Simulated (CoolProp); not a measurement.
Values from CoolProp's reference Helmholtz-energy equation of state, Zhou 2012.

### Question
For o-xylene, give the phase and the speed of sound (m/s), Joule-Thomson coefficient (K/MPa) at 531.6 K and 76.2 kPa.

### Answer
- 531.6 K and 76.2 kPa: gas; speed of sound 205, Joule-Thomson coefficient 13.0
